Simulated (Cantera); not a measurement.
A closed system holds: 1 mol FeS₂, 84 mol H₂, 0.034 mol H₂O, held at 1873 K and 100000 Pa.

Method: chemical equilibrium by Gibbs-energy minimisation in Cantera with the NASA 1993 tables (ideal gas, pure condensed phases). Candidate condensed phases: Fe, FeO, Fe(OH)₂, Fe(OH)₃, FeS, FeSO₄, FeS₂, Fe₂O₃, Fe₂(SO₄)₃, Fe₃O₄, H₂O, H₂SO₄, S; 22 gas species. Equilibrium is a limit: real reactors are often held back by kinetics, nucleation or transport.

Base state: H₂ 0.976, H₂S 0.0211, SH 0.00132, S₂ 0.000642, H 0.000638, H₂O 0.000404, Fe 7.91e-5, S 3.32e-5 (mole fractions); condensed: Fe(l).

What changes in the equilibrium state with this change: temperature from 1873 K to 1323 K?


```
species        before     after
-----------  --------  --------
H₂              0.976     0.988
H₂S            0.0211    0.0119
H₂O          0.000404  0.000405
SH            0.00132   9.10e-6
Fe            7.91e-5   1.36e-9
S             3.32e-5   4.98e-9
S₂           0.000642   1.57e-6
H            0.000638   1.58e-6
Fe(l), mol      0.993         0
FeS(s), mol         0      1.00
```
FeS: taken at fixed stoichiometry.
